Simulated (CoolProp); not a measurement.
Values from CoolProp's reference Helmholtz-energy equation of state, Lemmon 2005. It is a short technical equation, of lower accuracy than the large ones.

### Question
For cis-2-butene, give the phase and the density (kg/m³), cp (kJ/(kg K)), Joule-Thomson coefficient (K/MPa) at 460.4 K and 21 bar; 471.2 K and 21 bar.

### Answer
- 460.4 K and 21 bar: gas; density 36.6, cp 2.29, Joule-Thomson coefficient 9.02
- 471.2 K and 21 bar: gas; density 35.2, cp 2.30, Joule-Thomson coefficient 8.25
